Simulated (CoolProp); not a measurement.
Properties of CHF3 (R23) along the isobar 3540 kPa.

Computed with CoolProp (reference Helmholtz-energy equation of state, Penoncello 2003).

```csv
T (K),phase,Z,cp (kJ/(kg K)),cv (kJ/(kg K)),Joule-Thomson coefficient (K/MPa),viscosity (µPa s),conductivity (mW/(m K))
227.6,liquid,0.1001,1.318,0.7261,-0.1385,186,110
231.5,liquid,0.09971,1.334,0.7285,-0.1127,177,107
235.4,liquid,0.09942,1.351,0.7311,-0.08380,168,105
239.2,liquid,0.09924,1.370,0.7339,-0.05223,160,103
243.1,liquid,0.09914,1.391,0.7370,-0.01566,152,100
247,liquid,0.09915,1.416,0.7404,0.02598,144,97.9
250.9,liquid,0.09929,1.443,0.7442,0.07379,136,95.4
254.7,liquid,0.09954,1.475,0.7483,0.1277,129,93.1
258.6,liquid,0.09996,1.512,0.7529,0.1926,122,90.6
262.5,liquid,0.1006,1.557,0.7581,0.2698,115,88.0
266.4,liquid,0.1014,1.611,0.7640,0.3636,109,85.4
270.3,liquid,0.1025,1.680,0.7708,0.4804,102,82.7
274.1,liquid,0.1040,1.768,0.7787,0.6262,95.1,79.8
278,liquid,0.1060,1.894,0.7888,0.8270,88.0,76.6
281.9,liquid,0.1088,2.093,0.8020,1.117,80.6,73.0
```

Viscosity comes from a separate model (Shan 2000). Thermal conductivity comes from a separate model (Shan 2000).
